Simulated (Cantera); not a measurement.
## Carbothermic reduction: Ta2O5 + C + CO

Feed: 1 mol Ta2O5, 0.9 mol C, 0.31 mol CO, equilibrated at 36000 Pa.

These are equilibrium values from Cantera (NASA tables, ideal gas, pure condensed phases), not measurements of a reactor. Candidate condensed phases: C, Ta, TaC, Ta2O5; 15 gas species. Mutual solubility and eutectic melting of coexisting phases are not modelled. TaC: taken at fixed stoichiometry. Condensed phases not in the tables: Ta2C, N, O or C dissolved in the metal. Equilibrium is a limit: real reactors are often held back by kinetics, nucleation or transport.

```
T (K)  log p CO  log p TaO2  log p TaO  log p CO2  log p O  log p O2  n TaC(s)  n Ta2O5(s)  n Ta2O5(l)  n Ta(s)
-----  --------  ----------  ---------  ---------  -------  --------  --------  ----------  ----------  -------
1473      -0.44      -12.31       <-12      -3.25     <-12      <-12     0.258       0.871           0        0
1673      -0.44       -9.55     -11.44      -3.26   -11.59      <-12     0.258       0.871           0        0
1873      -0.44       -7.40      -8.90      -3.26    -9.82    -12.38     0.258       0.871           0        0
2073      -0.44       -5.69      -6.88      -3.27    -8.39    -10.89     0.258           0       0.871        0
2273      -0.44       -4.41      -5.29      -3.31    -7.25     -9.75     0.257           0       0.871        0
2473      -0.44       -3.35      -3.98      -3.34    -6.29     -8.79     0.257           0       0.871        0
2673      -0.45       -2.54      -3.10      -3.23    -5.33     -7.68         0           0       0.815    0.357
```
log p: log10 of the partial pressure in bar; n: condensed amount in mol.

From 1473 K to 1873 K the condensed part is TaC(s) + Ta2O5(s). From 2073 K to 2473 K the condensed part is TaC(s) + Ta2O5(l). At 2673 K the condensed part is Ta(s) + Ta2O5(l).
